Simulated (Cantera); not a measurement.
An isothermal plug-flow reactor at 975 K and 0.365 atm (inlet), inlet velocity 1.1 m/s, active area per volume 150 1/m; feed H2 : O2 : N2 : H2O = 0.023 : 0.12 : 0.79 : 0.092 (molar parts).

Computed with Cantera and Deutschmann's 1995 Pt surface mechanism with GRI-Mech 3.0 gas chemistry. Catalytic surfaces can have several steady states; this one follows from the mechanism file's or the stated starting coverage. Mass transfer to the wall is taken as infinitely fast.

What does this change do: temperature 975 to 698 K?


```csv
quantity,before,after
x(H2) at z = 0.0084 m,1.13e-6,0.00148
x(O2) at z = 0.0084 m,0.107,0.108
x(H2O) at z = 0.0084 m,0.113,0.112
θ(free Pt) at the exit,0.216,0.0281
θ(O*) at the exit,0.780,0.965
θ(OH*) at the exit,0.00414,0.00665
```
